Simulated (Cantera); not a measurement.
Predominance diagram of Ba at 952 °C against the partial pressures of O2 and H2O (log10, bar). Cantera with NASA thermochemical tables; ideal gases at 1 bar, condensed phases pure. Candidates: Ba(l), BaO(s), Ba(OH)2(l). Only these pure phases compete in this equilibrium. Not in the tables: the peroxide.

```
log p(H2O) \ log p(O2)
        columns: -10, -9.3, -8.6, -7.9, -7.1, -6.4, -5.7, -5, -4.3, -3.6, -2.9, -2.1, -1.4, -0.7, 0
      0  A A A A A A A A A A A A A A A
     -2  B B B B B B B B B B B B B B B
     -4  B B B B B B B B B B B B B B B
     -6  B B B B B B B B B B B B B B B
     -8  B B B B B B B B B B B B B B B
    -10  B B B B B B B B B B B B B B B
    -12  B B B B B B B B B B B B B B B
    -14  B B B B B B B B B B B B B B B
    -16  B B B B B B B B B B B B B B B
    -18  B B B B B B B B B B B B B B B
```

A: Ba(OH)2(l); B: BaO(s).
